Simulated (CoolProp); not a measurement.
Model: reference Helmholtz-energy equation of state, Lemmon 2016, in CoolProp.

Problem. Give the vapour pressure (MPa), liquid density (kg/m³), enthalpy of vaporisation (kJ/kg), liquid cp (kJ/(kg K)) of saturated R115 at 2.75 °C.

Solution. 
```
T (°C)  p (MPa)  liquid density (kg/m³)  enthalpy of vaporisation (kJ/kg)  liquid cp (kJ/(kg K))
------  -------  ----------------------  --------------------------------  ---------------------
2.75      0.480                    1390                               107                   1.03
```
